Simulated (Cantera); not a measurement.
An isothermal, constant-pressure homogeneous reactor starts with 1.25 % CH4, 96.1 % H2, 2.31 % H, 0.346 % H2O, at 1650 K and 65.3 Torr.

Cantera simulation using GRI-Mech 3.0 (53 species, 325 reactions); the numbers are that mechanism's predictions, not measurements. GRI-Mech 3.0 stops at C3 and has no aromatics, soot or wall deposition, so with more carbon than oxygen in the feed, carbon stays in small species such as C2H2 where larger ones or solid carbon would form.

### Question
Predict: x(CH4) at 30.0 s; x(H2) at 30.0 s; x(H) at 30.0 s; x(C2H2) at 30.0 s; x(CH2) at 30.0 s; x(C2H6) at 30.0 s.

### Answer
| Property | Value |
|---|---|
| x(CH4) at 30.0 s | 0.00153 (gas-phase equilibrium 0.00105) |
| x(H2) at 30.0 s | 0.990 (gas-phase equilibrium 0.991) |
| x(H) at 30.0 s | 0.000308 (gas-phase equilibrium 0.000309) |
| x(C2H2) at 30.0 s | 0.00514 (gas-phase equilibrium 0.00395) |
| x(CH2) at 30.0 s | 2.99e-9 (gas-phase equilibrium 2.04e-9) |
| x(C2H6) at 30.0 s | 1.13e-8 (gas-phase equilibrium 6.48e-9) |
